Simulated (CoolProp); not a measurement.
The numbers come from the reference Helmholtz-energy equation of state, Tillner-Roth 1997 in CoolProp.

Problem. For CH2F2 (R32), give the phase and the cp (kJ/(kg K)), Joule-Thomson coefficient (K/MPa), Prandtl number at 399.7 K and 421 bar; 399.7 K and 473 bar; 399.7 K and 578 bar.

Solution. 
- 399.7 K and 421 bar: supercritical; cp 1.71, Joule-Thomson coefficient 0.106, Prandtl number 1.36
- 399.7 K and 473 bar: supercritical; cp 1.68, Joule-Thomson coefficient 0.0309, Prandtl number 1.37
- 399.7 K and 578 bar: supercritical; cp 1.63, Joule-Thomson coefficient -0.0726, Prandtl number 1.40

Viscosity comes from a separate model (Bell 2016), an estimate that may be off by 10 % or more. Thermal conductivity comes from a separate model (Huber 2003), an estimate that may be off by 10 % or more.
